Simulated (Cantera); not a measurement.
# Thermodynamics of carbon deposition, reforming and gasification, feed toluene + O₂

Feed: 1 mol toluene, 0.0074 mol O₂, held at 0.530 bar.

Method: chemical equilibrium by Gibbs-energy minimisation in Cantera with the NASA 1993 tables (ideal gas, pure condensed phases). Candidate condensed phases: C, C₆H₆, C₇H₈, C₈H₁₈, H₂O; 110 gas species. Rates play no part.

```csv
T (K),x H₂,x H,x C₂H₂ (acetylene),x CO,x CH₄,x C₄H₂,x C₂H,x CH₃,n C(graphite)
1548,0.995,4.22e-5,1.56e-5,0.00369,0.00108,9.42e-11,1.66e-12,9.28e-7,6.98
1648,0.995,0.000122,4.45e-5,0.00369,0.000703,7.75e-10,2.36e-11,1.76e-6,6.98
1748,0.995,0.000313,0.000112,0.00369,0.000483,4.99e-9,2.47e-10,3.08e-6,6.98
1848,0.995,0.000726,0.000256,0.00369,0.000346,2.62e-8,2.00e-9,5.08e-6,6.98
1948,0.994,0.00155,0.000536,0.00368,0.000256,1.16e-7,1.30e-8,7.95e-6,6.98
2048,0.992,0.00306,0.00104,0.00368,0.000195,4.40e-7,7.05e-8,1.19e-5,6.98
2148,0.989,0.00569,0.00189,0.00368,0.000153,1.47e-6,3.26e-7,1.70e-5,6.97
2248,0.983,0.0100,0.00326,0.00367,0.000122,4.40e-6,1.31e-6,2.35e-5,6.96
2348,0.974,0.0167,0.00532,0.00366,9.82e-5,1.19e-5,4.65e-6,3.14e-5,6.94
2448,0.961,0.0268,0.00831,0.00364,8.00e-5,2.96e-5,1.49e-5,4.06e-5,6.92
2548,0.942,0.0412,0.0124,0.00361,6.55e-5,6.78e-5,4.32e-5,5.09e-5,6.88
2648,0.917,0.0612,0.0179,0.00357,5.34e-5,0.000144,0.000115,6.19e-5,6.83
2748,0.883,0.0877,0.0247,0.00352,4.33e-5,0.000287,0.000283,7.28e-5,6.77
```
x: gas mole fraction; n: condensed amount in mol.

From 1548 K to 2748 K the condensed part is C(graphite). The main C-bearing gas is CO at 1548 K and C₂H₂ (acetylene) at 2748 K.
